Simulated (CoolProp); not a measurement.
Carbon dioxide at 293.15 K and 8.46 MPa flows at 19 m/s in a round tube of 6 mm bore and 1.5 µm roughness, fully developed (64/Re and Nu = 3.66 if laminar; Colebrook and Gnielinski if turbulent). Each further row changes one setting.

Computed with CoolProp (reference Helmholtz-energy equation of state, Span 1996).

```csv
case,Reynolds number,Darcy friction factor,pressure drop (Pa/m),heat-transfer coefficient (W/(m² K)),mass flow (kg/h)
as stated,1220000,0.0151,378000,59500,1620
velocity 38 m/s,2440000,0.0147,1480000,117000,3230
diameter 12 mm,2440000,0.0131,165000,52900,6460
```

Viscosity comes from a separate model (Laesecke 2017). Thermal conductivity comes from a separate model (Huber 2016).
